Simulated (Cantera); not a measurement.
A Cantera script and its output.

```python
import numpy as np
import cantera as ct

gas = ct.Solution("gri30.yaml")
gas.TPX = 1800, 13332, {'CH4': 0.014, 'H2': 1, 'N2': 0.013}
reactor = ct.IdealGasConstPressureReactor(gas, energy="off", clone=False)
net = ct.ReactorNet([reactor])
net.rtol, net.atol = 1e-08, 1e-18
show = ['CH4', 'H2', 'H', 'CH3', 'HCN']
times = np.geomspace(1e-05, 20, 11)

steps = ct.SolutionArray(gas, extra=["t"])
rows = []
print(f"{'t/s':>10s}{'T/K':>9s}{'P/Pa':>11s}" + "".join(f"{s:>11s}" for s in show))
for t in times:
    while net.time < t:
        t_next = net.step()
        steps.append(gas.state, t=t_next)
    rows.append([np.interp(t, steps.t, y) for y in (steps.T, steps.P, *steps(*show).X.T)])
    print(f"{t:10.3e}{rows[-1][0]:9.1f}{rows[-1][1]:11.4g}" + "".join(f"{x:11.3e}" for x in rows[-1][2:]))
rate = np.gradient(steps.T, steps.t)
print("integrator steps:", len(steps.t))
if steps.T.max() > steps.T[0] + 200:
    print(f"time of steepest temperature rise: {steps.t[rate.argmax()]:.4e} s")
gas.TPX = 1800, 13332, {'CH4': 0.014, 'H2': 1, 'N2': 0.013}
gas.equilibrate("TP")
print(f"equilibrium (TP): T = {gas.T:.1f} K  " + "  ".join(f"{s} {gas[s].X[0]:.3e}" for s in show))
```

Output:

```
       t/s      T/K       P/Pa        CH4         H2          H        CH3        HCN
 1.000e-05   1800.0  1.333e+04  1.363e-02  9.737e-01  2.042e-06  8.791e-07  1.701e-18
 4.267e-05   1800.0  1.333e+04  1.363e-02  9.737e-01  9.477e-06  2.987e-06  2.464e-17
 1.821e-04   1800.0  1.333e+04  1.362e-02  9.737e-01  4.120e-05  1.192e-05  7.636e-16
 7.768e-04   1800.0  1.333e+04  1.358e-02  9.735e-01  1.746e-04  4.937e-05  1.312e-13
 3.314e-03   1800.0  1.333e+04  1.340e-02  9.731e-01  6.268e-04  1.740e-04  2.970e-11
 1.414e-02   1800.0  1.333e+04  1.258e-02  9.732e-01  9.333e-04  2.429e-04  9.025e-10
 6.034e-02   1800.0  1.333e+04  9.922e-03  9.746e-01  9.436e-04  1.934e-04  4.825e-09
 2.575e-01   1800.0  1.333e+04  5.172e-03  9.771e-01  9.598e-04  1.023e-04  1.584e-08
 1.099e+00   1800.0  1.333e+04  1.728e-03  9.789e-01  9.727e-04  3.458e-05  3.604e-08
 4.687e+00   1800.0  1.333e+04  6.699e-04  9.795e-01  9.772e-04  1.346e-05  6.723e-08
 2.000e+01   1800.0  1.333e+04  5.966e-04  9.795e-01  9.775e-04  1.200e-05  1.645e-07
integrator steps: 816
equilibrium (TP): T = 1800.0 K  CH4 4.936e-04  H2 9.796e-01  H 9.775e-04  CH3 9.924e-06  HCN 4.157e-03
```

Model: GRI-Mech 3.0 (53 species, 325 reactions), integrated in Cantera. GRI-Mech 3.0 stops at C3 and has no aromatics, soot or wall deposition, so with more carbon than oxygen in the feed, carbon stays in small species such as C2H2 where larger ones or solid carbon would form.
